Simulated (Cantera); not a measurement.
A Cantera script and what it prints.

```python
import numpy as np
import cantera as ct

gas_names = """
    CL CL2 H HCL H2 Si SiCL SiCL2 SiCL3 SiCL4 SiH SiHCL3 SiH2 SiH2CL2 SiH3 SiH3CL SiH4 Si2 Si3
""".split()
cond_names = """
    Si(cr) Si(L)
""".split()


def load(file, names, dense=False):
    # The tables refer to 1 bar. Condensed volumes are neglected.
    table = {s.name: s for s in ct.Species.list_from_file(file)}
    out = []
    for n in names:
        d = dict(table[n].input_data)
        d["thermo"] = dict(d["thermo"], **{"reference-pressure": 1e5})
        if dense:
            d["equation-of-state"] = {"model": "constant-volume", "density": "1e6 g/cm^3"}
        out.append(ct.Species.from_dict(d))
    return out


gas = ct.Solution(thermo="ideal-gas", species=load("nasa_gas.yaml", gas_names))
cond = {s.name: ct.Solution(thermo="fixed-stoichiometry", species=[s], name=s.name)
        for s in load("nasa_condensed.yaml", cond_names, dense=True)}
atoms = {
    'Si2H6': {'Si': 2, 'H': 6},
    'Cl2': {'CL': 2},
    'H2': {'H': 2},
}
top_T = {}  # K; cautious upper limits of use, not melting points


def equilibrate(T, P, feed):
    n = {}
    for name, mol in feed.items():
        for a, k in atoms[name].items():
            n[a] = n.get(a, 0.0) + k * mol
    gas.TPX = T, P, n
    mass = sum(n.values()) * gas.mean_molecular_weight
    gas.equilibrate("TP")
    valid = [c for c in cond.values() if c.min_temp <= T <= top_T.get(c.name, c.max_temp)]
    mix = ct.Mixture([(gas, mass / gas.mean_molecular_weight)] + [(c, 0.0) for c in valid])
    mix.T, mix.P = T, P
    mix.equilibrate("TP", solver="vcs", rtol=1e-11, max_steps=5000)
    return mix


results = []
feed = {'Si2H6': 1, 'Cl2': 0.07, 'H2': 100}  # mol
T = 1550  # K
P = 53000  # Pa
mix = equilibrate(T, P, feed)
results.append((T, P, feed, dict(zip(mix.species_names, mix.species_moles))))
print(gas.report(threshold=0.0001))
for i in range(1, mix.n_phases):
    print(f"{mix.phase(i).name:16s} {mix.phase_moles(i):12.5e} mol")
```

Result:

```
       temperature   1550 K
          pressure   53000 Pa
           density   0.0084843 kg/m^3
  mean mol. weight   2.063 kg/kmol
   phase of matter   gas

                          1 kg             1 kmol
                     ---------------   ---------------
          enthalpy        1.8343e+07        3.7843e+07  J
   internal energy        1.2097e+07        2.4955e+07  J
           entropy             89871        1.8541e+05  J/K
    Gibbs function       -1.2096e+08       -2.4953e+08  J
 heat capacity c_p             15783             32560  J/K
 heat capacity c_v             11752             24245  J/K

                      mass frac. Y      mole frac. X     chem. pot. / RT
                     ---------------   ---------------   ---------------
               HCL           0.02378         0.0013456           -39.911
                H2           0.97584            0.9986           -19.335
     [  +17 minor]        0.00038022        5.3325e-05

Si(cr)            1.99896e+00 mol
```

Cantera equilibrium calculation (NASA polynomials, part measured and part estimated; ideal gas, pure solids and liquids). The feed counts by its element totals alone.
